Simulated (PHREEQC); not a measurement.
Dissolve 0.002 mol HCl and 0.019 mol NaCl per kg of water at 65 °C. Closed to the air; pH follows from the charge balance.

All values are PHREEQC results (ion-association model, phreeqc.dat), not measurements.

The pH is 2.75. The ionic strength is 0.0210 mol/kgw. The specific conductance comes out as 6010 µS/cm and the total alkalinity is -2.00 meq/kg.

| species | molality | activity | log γ |
|---|---|---|---|
| Cl- | 0.0210 | 0.0180 | -0.068 |
| Na+ | 0.0190 | 0.0164 | -0.065 |
| H+ | 0.00200 | 0.00176 | -0.056 |

No solid was allowed to form. At this temperature some constants are extrapolated from 25 °C, and those without enthalpy data are left unchanged.
